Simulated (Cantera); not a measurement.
Cantera run:

```python
import numpy as np
import cantera as ct

gas_names = [...]  # 95 gases of nasa_gas.yaml made of C, F, H
cond_names = """
    C(gr) C6H6(L) C7H8(L) C8H18(L),n-octa
""".split()


# ... load() reads the species with a 1 bar reference pressure and builds the phases ...
atoms = {
    'CHF3': {'C': 1, 'H': 1, 'F': 3},
    'H2': {'H': 2},
}
top_T = {'C(gr)': 4500}  # K; cautious upper limits of use, not melting points


# ... equilibrate(T, P, feed) seeds the gas with the atoms and calls Mixture.equilibrate('TP', solver="vcs", rtol=1e-11, max_steps=5000) ...
results = []
feed = {'CHF3': 1, 'H2': 8.8}  # mol
P = 12000  # Pa
for T in [698, 898, 1098, 1298, 1498, 1698, 1898, 2098, 2298, 2498, 2698]:
    mix = equilibrate(T, P, feed)
    results.append((T, P, feed, dict(zip(mix.species_names, mix.species_moles))))

top = {s: max(r[3][s] / sum(r[3][g] for g in gas_names) for r in results) for s in gas_names}
cols = sorted((s for s in top if top[s] > 0.001), key=lambda s: -top[s])[:8]
seen = [c for c in cond_names if any(r[3].get(c, 0) > 1e-12 for r in results)]
print("log10 of partial pressures in bar; condensed amounts in mol")
print(f"{'T/K':>10s}" + "".join(f"{s[:9]:>10s}" for s in cols + seen))
for T, P, feed, n in results:
    ng = sum(n[g] for g in gas_names)
    print(f"{T:10.4g}" + "".join(f"{np.log10(max(n[s] / ng * P / 1e5, 1e-99)):10.3f}" for s in cols)
          + "".join(f"{n.get(c, 0):10.4g}" for c in seen))
```

It prints:

```
log10 of partial pressures in bar; condensed amounts in mol
       T/K        H2        HF         H       CH4 C2H2,acet     C(gr)
       698    -1.149    -1.435   -14.219    -1.912   -16.323         0
       898    -1.077    -1.469   -10.499    -2.648   -11.356    0.8013
      1098    -1.064    -1.476    -8.139    -3.565    -8.959    0.9755
      1298    -1.063    -1.477    -6.501    -4.224    -7.316    0.9946
      1498    -1.062    -1.477    -5.296    -4.710    -6.117    0.9981
      1698    -1.062    -1.477    -4.371    -5.082    -5.205    0.9981
      1898    -1.063    -1.478    -3.639    -5.374    -4.488    0.9937
      2098    -1.067    -1.479    -3.045    -5.613    -3.912    0.9776
      2298    -1.076    -1.482    -2.557    -5.820    -3.445     0.934
      2498    -1.098    -1.490    -2.153    -6.019    -3.068    0.8384
      2698    -1.143    -1.506    -1.820    -6.238    -2.774     0.659
```

Cantera equilibrium calculation (NASA polynomials, part measured and part estimated; ideal gas, pure solids and liquids).
